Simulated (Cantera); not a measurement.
Input: 1 mol Ta2O5, 4.8 mol C, 0.23 mol CO, held at 1875 K and 0.870 bar.

Equilibrium computed with Cantera from the NASA thermochemical tables; the gas is ideal and each condensed phase is pure. Candidate condensed phases: C, Ta, TaC, Ta2O5; 15 gas species. Mutual solubility and eutectic melting of coexisting phases are not modelled. TaC: taken at fixed stoichiometry. Condensed phases not in the tables: Ta2C. Equilibrium is a limit: real reactors are often held back by kinetics, nucleation or transport.

What is the equilibrium state?


```
Property                                   Result
--------------------------------------  ---------
x(CO)                                       0.998
x(CO2)                                    0.00195
n(TaC(s))                                1.37 mol
n(Ta2O5(s))                             0.313 mol
gas amount                              3.657 mol
log10 activity of C(graphite) (absent)      -1.67
log10 activity of Ta(s) (absent)            -2.24
```
